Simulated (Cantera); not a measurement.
Ignition delay

Mixture: 13.4 % CO, 20.0 % H₂, 4.81 % CH₄, 13.2 % O₂, 48.6 % N₂, equivalence ratio 2.0, at 1000000 Pa, adiabatic and at constant pressure. Ignition delay is the time to a rise of 400 K.

Detailed kinetics in Cantera: GRI-Mech 3.0 (53 species, 325 reactions).

```
T0 (K)  delay (ms)
------  ----------
1150         0.155
1250        0.0384
1350        0.0160
1450       0.00838
1550       0.00492
1650       0.00313
```

The apparent activation energy between 1450 and 1650 K comes out as 98 kJ/mol.
